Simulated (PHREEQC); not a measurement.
## Silver or lead bath: an equilibrium model

Dissolve 0.0011 mol Pb(NO3)2 and 9.7e-05 mol NaNO3 per kg of water at 25 °C. Closed to the air; pH follows from the charge balance.

Computed with PHREEQC (ion-association model, phreeqc.dat).

This is a speciation only: nothing precipitates in the calculation.

Problem. Estimate the pH.

Solution. pH 5.39.

Problem. In which forms is N present?

Solution. NO3- 99 %, PbNO3+ 1.2 % of the N.

Species that the database lacks are ignored.
